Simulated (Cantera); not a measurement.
What does this Cantera script print?

```python
import numpy as np
import cantera as ct

gas_names = [...]  # 45 gases of nasa_gas.yaml made of Ba, F, H, N, O
cond_names = """
    Ba(cr) Ba(L) BaF2(a) BaF2(b,c) BaF2(L) BaO(s) BaO(L) BaO2H2(s) BaO2H2(L) H2O(s) H2O(L)
""".split()


# ... load() reads the species with a 1 bar reference pressure and builds the phases ...
atoms = {
    'BaF2': {'Ba': 1, 'F': 2},
    'H2O': {'H': 2, 'O': 1},
    'N2': {'N': 2},
}
top_T = {}  # K; cautious upper limits of use, not melting points


# ... equilibrate(T, P, feed) seeds the gas with the atoms and calls Mixture.equilibrate('TP', solver="vcs", rtol=1e-11, max_steps=5000) ...
results = []
feed = {'BaF2': 1, 'H2O': 0.23, 'N2': 0.22}  # mol
T = 1298.15  # K
P = 0.14  # Pa
mix = equilibrate(T, P, feed)
results.append((T, P, feed, dict(zip(mix.species_names, mix.species_moles))))
print(gas.report(threshold=1e-05))
for i in range(1, mix.n_phases):
    print(f"{mix.phase(i).name:16s} {mix.phase_moles(i):12.5e} mol")
```

Result:

```
       temperature   1298.2 K
          pressure   0.14 Pa
           density   7.7648e-07 kg/m^3
  mean mol. weight   59.863 kg/kmol
   phase of matter   gas

                          1 kg             1 kmol
                     ---------------   ---------------
          enthalpy       -4.2688e+06       -2.5554e+08  J
   internal energy       -4.4491e+06       -2.6634e+08  J
           entropy            6619.5        3.9626e+05  J/K
    Gibbs function       -1.2862e+07       -7.6995e+08  J
 heat capacity c_p            722.22             43234  J/K
 heat capacity c_v            583.32             34920  J/K

                      mass frac. Y      mole frac. X     chem. pot. / RT
                     ---------------   ---------------   ---------------
               BaF        0.00032918        0.00012606           -84.984
              BaF2           0.71065           0.24265           -130.34
            BaO2H2        0.00013534        4.7286e-05           -126.57
                 H        4.8841e-07        2.9005e-05           -19.279
                HF          0.026666          0.079789           -64.631
                H2        3.4382e-05         0.0010209           -38.558
               H2O          0.097893           0.32529           -62.749
                NO        6.4516e-06        1.2871e-05           -44.245
                N2           0.16397            0.3504           -40.107
                OH        3.3998e-05        0.00011967            -43.47
                O2        0.00027339        0.00051146           -48.383
     [  +34 minor]        3.1239e-06         4.153e-06

Ba(L)             0.00000e+00 mol
BaF2(a)           8.22568e-01 mol
BaO(s)            2.49777e-02 mol
BaO2H2(L)         0.00000e+00 mol
```

These are equilibrium values from Cantera (NASA tables, ideal gas, pure condensed phases), not measurements of a reactor. Mutual solubility and eutectic melting of coexisting phases are not modelled.
